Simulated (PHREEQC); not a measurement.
A column of 0.5 m (30 cells, dispersivity 0.018 m, 3600 s a shift, diffusion coefficient 3e-10 m²/s) holds 0.0021 eq of the database's cation exchanger X per kg of pore water, first in equilibrium with 0.00056 mol/kgw CdCl2, 0.0076 mol/kgw MgSO4 and 1e-05 mol/kgw HCl. It is flushed with 5.6 mmol/kgw LiCl and 0.01 mmol/kgw HCl, at 25 °C. Values are for the last cell. No CO2 enters from the air. No solid was allowed to form.

Base run: PHREEQC, ion-association model, phreeqc.dat. Each further column changes one thing. The table gives Li in solution (mol/kgw).

```tsv
pore volumes	base	exchange capacity from 0.0021 to 0.001 eq/kgw	dispersivity from 0.018 to 0.036 m
0	0	0	0
0.3167	9.67e-9	1.08e-8	4.07e-6
0.6167	0.000228	0.000241	0.000667
0.9167	0.00220	0.00229	(withheld)
1.217	0.00417	0.00433	(withheld)
1.517	0.00492	0.00510	0.00480
1.817	0.00517	0.00532	0.00511
2.117	0.00530	0.00541	0.00525
2.417	0.00537	(withheld)	0.00532
2.717	0.00542	(withheld)	0.00538
3.017	0.00545	0.00551	0.00542
```

Q: Complete the blanks.

A: 
- 0.9167, dispersivity from 0.018 to 0.036 m: 0.00255
- 1.217, dispersivity from 0.018 to 0.036 m: 0.00406
- 2.417, exchange capacity from 0.0021 to 0.001 eq/kgw: 0.00546
- 2.717, exchange capacity from 0.0021 to 0.001 eq/kgw: 0.00549
